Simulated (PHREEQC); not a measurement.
Make-up at 30 °C: 0.0014 mol Cu(BF4)2 and 0.15 mol H2SO4 per kg of water. Closed to the air; pH follows from the charge balance.

Model: ion-association model, wateq4f.dat, run in PHREEQC.

This is a speciation only: nothing precipitates in the calculation.

Q: What pH does the model give?

A: pH 0.87.

Q: In which forms is Cu present?

A: Cu+2 71 %, CuSO4 29 % of the Cu.

Real BF4- forms and hydrolyses slowly; the run takes it at equilibrium.
